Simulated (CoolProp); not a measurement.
n-butane along the isobar 120 bar: density (kg/m³) from the reference equation and from simpler models built on Tc = 425.1 K, pc = 37.96 bar, ω = 0.201; each cubic takes its own stable root.

Computed with CoolProp (reference Helmholtz-energy equation of state, Bücker 2006).

| T (K) | phase | reference |
|---|---|---|
| 220.4 | liquid | 663.4 |
| 235.1 | liquid | 650.1 |
| 249.8 | liquid | 636.6 |
| 264.6 | liquid | 622.8 |
| 279.3 | liquid | 608.9 |
| 294 | liquid | 594.6 |
| 308.8 | liquid | 579.9 |
| 323.5 | liquid | 564.8 |
| 338.2 | liquid | 549.2 |
| 353 | liquid | 532.9 |
| 367.7 | liquid | 515.9 |
| 382.4 | liquid | 498.1 |
| 397.1 | liquid | 479.3 |
| 411.9 | liquid | 459.2 |
| 426.6 | supercritical | 437.9 |

### Question
How far does each simpler model (van der Waals, Soave-Redlich-Kwong, Peng-Robinson) lie from the reference over these 15 states: mean and median of the absolute difference, and the worst?

### Answer
- van der Waals: mean 33.0 %, median 33.6 %, worst -36.5 % at 220.4 K and 120 bar
- Soave-Redlich-Kwong: mean 6.5 %, median 6.2 %, worst -8.9 % at 426.6 K and 120 bar
- Peng-Robinson: mean 4.9 %, median 5.4 %, worst +6.2 % at 294 K and 120 bar
